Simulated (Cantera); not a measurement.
A freely propagating, adiabatic, planar premixed flame of 11.1 % CH₄, 0.940 % H₂, 22.6 % O₂, 65.5 % N₂, equivalence ratio 1.0, unburnt at 550 K and 82.5 Torr; mixture-averaged transport, grid criteria slope 0.08 and curve 0.16, no radiation.

Computed with Cantera and GRI-Mech 3.0 (53 species, 325 reactions). Burning velocities carry a grid error of a few per cent, more on coarse grids.

Question: Predict: laminar burning velocity; thermal thickness; peak x(O); peak x(H).

Answer: 
```json
{
 "laminar_burning_velocity": "223 cm/s",
 "thermal_thickness": "1.90 mm",
 "peak x(O)": "0.0102",
 "peak x(H)": "0.0215"
}
```
